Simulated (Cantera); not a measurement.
A closed system holds: 1 mol Si3N4, 4.9 mol H2O, 4.3 mol H2, equilibrated at 75.0 Torr.

Method: chemical equilibrium by Gibbs-energy minimisation in Cantera with the NASA 1993 tables (ideal gas, pure condensed phases). Candidate condensed phases: H2O, Si, SiO2, Si2N2O, Si3N4; 35 gas species. Mutual solubility and eutectic melting of coexisting phases are not modelled. The tables hold silica as quartz up to 1696 K and as liquid above; real silica turns to tridymite and cristobalite and melts near 1996 K. Rates play no part. All values below are at 1075 °C.

Base state: H2 0.849, N2 0.151, H2O 0.000113 (mole fractions); condensed: SiO2(β-quartz) + Si2N2O(s).

What changes in the equilibrium state with this change: pressure from 75.0 Torr to 0.0825 Torr?


```json
[
 {"species": "H2", "before": "0.849", "after": "0.840"},
 {"species": "N2", "before": "0.151", "after": "0.152"},
 {"species": "SiO", "before": "9.55e-7", "after": "0.00839"},
 {"species": "H", "before": "6.74e-6", "after": "0.000202"},
 {"species": "H2O", "before": "0.000113", "after": "1.15e-5"},
 {"species": "SiO2(β-quartz), mol", "before": "2.27", "after": "2.24"},
 {"species": "Si2N2O(s), mol", "before": "0.367", "after": "0.336"}
]
```
